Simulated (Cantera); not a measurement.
Cantera run:

```python
import numpy as np
import cantera as ct

gas_names = """
    C CH CH2 CH3 CH2OH CH3O CH4 CH3OH CN CO CO2 COOH C2 C2H CHCO,ketyl C2H2,acetylene C2H2,vinylidene
    CH2CO,ketene C2H3,vinyl CH3CN CH3CO,acetyl C2H4 C2H4O,ethylen CH3CHO,ethanal CH3COOH (HCOOH)2 C2H5
    C2H6 CH3OCH3 C2H5OH CCN CNC C2N2 C2O C3 C3H3,propargyl C3H4,allene C3H4,propyne C3H4,cyclo-
    C3H5,allyl C3H6,propylene C3H6,cyclo- C3H6O C3H7,n-propyl C3H7,i-propyl C3H8 C3H8O,1propanol
    C3H8O,2propanol C3O2 C4 C4H2 C4H4,1,3-cyclo- C4H6,butadiene C4H6,2-butyne C4H6,cyclo- C4H8,1-butene
    C4H8,cis2-buten C4H8,tr2-butene C4H8,isobutene C4H8,cyclo- (CH3COOH)2 C4H9,n-butyl C4H9,i-butyl
    C4H9,s-butyl C4H9,t-butyl C4H10,isobutane C4H10,n-butane C4N2 C5 C5H6,1,3cyclo- C5H8,cyclo-
    C5H10,1-pentene C5H10,cyclo- C5H11,pentyl C5H11,t-pentyl C5H12,n-pentane C5H12,i-pentane
    CH3C(CH3)2CH3 C6H2 C6H5,phenyl C6H5O,phenoxy C6H6 C6H5OH,phenol C6H10,cyclo- C6H12,1-hexene
    C6H12,cyclo- C6H13,n-hexyl C7H7,benzyl C7H8 C7H8O,cresol C7H14,1-heptene C7H15,n-heptyl
    C7H16,n-heptane C8H8,styrene C8H10,ethylbenz C8H16,1-octene C8H17,n-octyl C8H18,isooctane
    C8H18,n-octane C9H19,n-nonyl C10H8,naphthale C10H21,n-decyl C12H9,o-bipheny C12H10,bipheny H HCN HCO
    HCCN HNC HNCO HNO HNO2 HNO3 HO2 H2 HCHO,formaldehy HCOOH H2O H2O2 N NCO NH NH2 NH3 NH2OH NO NO2 NO3
    N2 N2H2 N2H4 N2O O OH O2 O3 Si SiC SiC2 SiC4H12 SiH SiH2 SiH3 SiH4 SiN SiO SiO2 Si2 Si2C Si2N Si3
""".split()
cond_names = """
    C(gr) C6H6(L) C7H8(L) C8H18(L),n-octa H2O(s) H2O(L) Si(cr) Si(L) SiC(b) SiO2(Lqz) SiO2(hqz) SiO2(L)
    Si2N2O(s) Si3N4(a)
""".split()


def load(file, names, dense=False):
    # The tables refer to 1 bar. Condensed volumes are neglected.
    table = {s.name: s for s in ct.Species.list_from_file(file)}
    out = []
    for n in names:
        d = dict(table[n].input_data)
        d["thermo"] = dict(d["thermo"], **{"reference-pressure": 1e5})
        if dense:
            d["equation-of-state"] = {"model": "constant-volume", "density": "1e6 g/cm^3"}
        out.append(ct.Species.from_dict(d))
    return out


gas = ct.Solution(thermo="ideal-gas", species=load("nasa_gas.yaml", gas_names))
cond = {s.name: ct.Solution(thermo="fixed-stoichiometry", species=[s], name=s.name)
        for s in load("nasa_condensed.yaml", cond_names, dense=True)}
atoms = {
    'HMDSO': {'Si': 2, 'C': 6, 'H': 18, 'O': 1},
    'CO2': {'C': 1, 'O': 2},
    'N2': {'N': 2},
}
top_T = {'C(gr)': 4500, 'SiC(b)': 3050, 'Si2N2O(s)': 2100, 'Si3N4(a)': 2400}  # K; cautious upper limits of use, not melting points


def equilibrate(T, P, feed):
    n = {}
    for name, mol in feed.items():
        for a, k in atoms[name].items():
            n[a] = n.get(a, 0.0) + k * mol
    gas.TPX = T, P, n
    mass = sum(n.values()) * gas.mean_molecular_weight
    gas.equilibrate("TP")
    valid = [c for c in cond.values() if c.min_temp <= T <= top_T.get(c.name, c.max_temp)]
    mix = ct.Mixture([(gas, mass / gas.mean_molecular_weight)] + [(c, 0.0) for c in valid])
    mix.T, mix.P = T, P
    mix.equilibrate("TP", solver="vcs", rtol=1e-11, max_steps=5000)
    return mix


results = []
feed = {'HMDSO': 1, 'CO2': 14, 'N2': 1.6}  # mol
T = 1075  # K
P = 5.2  # Pa
mix = equilibrate(T, P, feed)
results.append((T, P, feed, dict(zip(mix.species_names, mix.species_moles))))
print(gas.report(threshold=0.0001))
for i in range(1, mix.n_phases):
    print(f"{mix.phase(i).name:16s} {mix.phase_moles(i):12.5e} mol")
```

It prints:

```
       temperature   1075 K
          pressure   5.2 Pa
           density   1.3369e-05 kg/m^3
  mean mol. weight   22.979 kg/kmol
   phase of matter   gas

                          1 kg             1 kmol
                     ---------------   ---------------
          enthalpy       -3.9529e+06       -9.0835e+07  J
   internal energy       -4.3419e+06       -9.9773e+07  J
           entropy             13757        3.1613e+05  J/K
    Gibbs function       -1.8742e+07       -4.3067e+08  J
 heat capacity c_p            1551.8             35659  J/K
 heat capacity c_v              1190             27344  J/K

                      mass frac. Y      mole frac. X     chem. pot. / RT
                     ---------------   ---------------   ---------------
                CO           0.65678           0.53882           -48.642
               CO2           0.21981           0.11478           -84.723
                H2          0.021538           0.24549           -28.957
               H2O          0.038119          0.048623           -65.039
                N2          0.063744          0.052288           -37.867
     [ +146 minor]        4.5241e-08        1.0096e-06

C(gr)             0.00000e+00 mol
Si(cr)            0.00000e+00 mol
SiC(b)            0.00000e+00 mol
SiO2(hqz)         2.00000e+00 mol
Si2N2O(s)         0.00000e+00 mol
Si3N4(a)          0.00000e+00 mol
```

These are equilibrium values from Cantera (NASA tables, ideal gas, pure condensed phases), not measurements of a reactor. The feed counts by its element totals alone.
